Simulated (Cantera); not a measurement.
An isothermal, constant-pressure homogeneous reactor starts with CH4 : H2O = 1 : 4 (molar parts), at 1775 K and 2.60 bar.

Computed with Cantera and GRI-Mech 3.0 (53 species, 325 reactions).

x: mole fraction; the columns are a selection and need not sum to one.

| t (s) | x CH4 | x H2O | x CO | x CH3 | x O2 | x C2H6 |
|---|---|---|---|---|---|---|
| 2.00e-5 | 0.198 | 0.799 | 1.07e-6 | ? | 6.89e-11 | 0.000348 |
| 5.73e-5 | 0.192 | 0.798 | 3.58e-5 | 0.00161 | 7.81e-10 | 0.00121 |
| 0.000164 | 0.174 | 0.789 | 0.000473 | 0.00172 | 4.55e-9 | 0.00152 |
| 0.000470 | 0.139 | 0.762 | 0.00189 | ? | 9.21e-9 | 0.000750 |
| 0.00135 | 0.0949 | 0.722 | 0.00505 | ? | 6.94e-9 | 0.000272 |
| 0.00385 | 0.0546 | 0.677 | 0.0119 | ? | 3.18e-9 | 7.74e-5 |
| 0.0110 | 0.0311 | 0.618 | 0.0255 | ? | 1.93e-9 | 2.20e-5 |
| 0.0316 | 0.0218 | 0.541 | 0.0513 | ? | 1.19e-9 | 8.70e-6 |
| 0.0906 | 0.0138 | 0.463 | 0.0854 | ? | 7.79e-10 | 2.86e-6 |
| 0.259 | 0.00508 | 0.415 | 0.109 | ? | 5.97e-10 | 3.46e-7 |
| 0.743 | 0.000437 | 0.402 | 0.115 | ? | 5.43e-10 | 2.48e-9 |
| 2.13 | 5.52e-7 | 0.401 | 0.116 | ? | 5.46e-10 | <1e-12 |
| 6.10 | 4.31e-8 | 0.401 | 0.116 | 2.33e-10 | 5.46e-10 | <1e-12 |
| 17.5 | 4.31e-8 | 0.401 | 0.116 | 2.33e-10 | 5.46e-10 | <1e-12 |
| 50.0 | 4.31e-8 | 0.401 | 0.116 | 2.33e-10 | 5.46e-10 | <1e-12 |

Problem. Some entries are withheld; supply them.

Solution. 
- 2.00e-5, x CH3: 0.00108
- 0.000470, x CH3: 0.00123
- 0.00135, x CH3: 0.000759
- 0.00385, x CH3: 0.000415
- 0.0110, x CH3: 0.000225
- 0.0316, x CH3: 0.000141
- 0.0906, x CH3: 8.04e-5
- 0.259, x CH3: 2.77e-5
- 0.743, x CH3: 2.35e-6
- 2.13, x CH3: 2.98e-9
